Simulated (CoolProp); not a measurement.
Computed with CoolProp (reference Helmholtz-energy equation of state, Akasaka 2023).

Problem. For R1336mzz(E), give the phase and the Z, cp (kJ/(kg K)), isothermal compressibility (1/MPa), expansivity (1/kK) at 410 K and 37.8 bar; 410 K and 57 bar.

Solution. 
- 410 K and 37.8 bar: supercritical; Z 0.234, cp 2.08, isothermal compressibility 0.179, expansivity 19.4
- 410 K and 57 bar: supercritical; Z 0.303, cp 1.48, isothermal compressibility 0.0433, expansivity 7.08
